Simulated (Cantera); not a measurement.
Input: 1 mol SiH4, 2.7 mol HCl, 4.6 mol N2, held at 1723 K and 0.0133 bar.

Cantera equilibrium calculation (NASA polynomials, part measured and part estimated; ideal gas, pure solids and liquids). Candidate condensed phases: NH4Cl, Si, Si3N4; 28 gas species. The tables' values for SiCl3, SiCl are old estimates; treat these amounts as uncertain. Rates play no part.

Base state: N2 0.487, H2 0.305, HCl 0.121, SiCl2 0.0844, SiCl3 0.00153, H 0.000872, Cl 0.000268, SiCl 0.000133 (mole fractions); condensed: Si3N4(s).

Problem. What changes in the equilibrium state with this change: temperature from 1723 K to 1823 K?

Solution. 
```json
[
 {"species": "N2", "before": "0.487", "after": "0.494"},
 {"species": "H2", "before": "0.305", "after": "0.309"},
 {"species": "HCl", "before": "0.121", "after": "0.0985"},
 {"species": "SiCl2", "before": "0.0844", "after": "0.0939"},
 {"species": "Si2N", "before": "1.53e-6", "after": "1.75e-5"},
 {"species": "Si", "before": "3.76e-5", "after": "0.000332"},
 {"species": "SiH", "before": "3.45e-6", "after": "2.28e-5"},
 {"species": "SiN", "before": "1.70e-6", "after": "1.11e-5"},
 {"species": "SiCl4", "before": "5.23e-5", "after": "1.26e-5"},
 {"species": "Si3N4(s), mol", "before": "0.0703", "after": "0"},
 {"species": "Si(l), mol", "before": "0", "after": "0.109"}
]
```
The tables' values for SiCl3, SiCl, SiN are old estimates; treat these amounts as uncertain. Gases not in the tables: Si2H6 and higher silanes.
